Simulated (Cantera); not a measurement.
A closed system holds: 1 mol TiO2, 0.039 mol Cl2, equilibrated at 927 °C and 0.330 bar.

Method: chemical equilibrium by Gibbs-energy minimisation in Cantera with the NASA 1993 tables (ideal gas, pure condensed phases). Candidate condensed phases: Ti, TiCl2, TiCl3, TiCl4, TiO, TiO2, Ti2O3, Ti3O5, Ti4O7; 15 gas species. Rates play no part.

Base state: Cl2 0.983, Cl 0.00816, TiCl4 0.00427, O2 0.00427, ClO 1.20e-5 (mole fractions); condensed: TiO2(rutile).

Problem. What changes in the equilibrium state with this change: temperature from 927 °C to 677 °C?

Solution. 
| species | before | after |
|---|---|---|
| Cl2 | 0.983 | 0.999 |
| TiCl4 | 0.00427 | 0.000421 |
| O2 | 0.00427 | 0.000421 |
| Cl | 0.00816 | 0.000308 |
| ClO | 1.20e-5 | 2.60e-7 |
| TiO2(rutile), mol | 1.000 | 1.000 |
Condensed phases not in the tables: TiOCl.
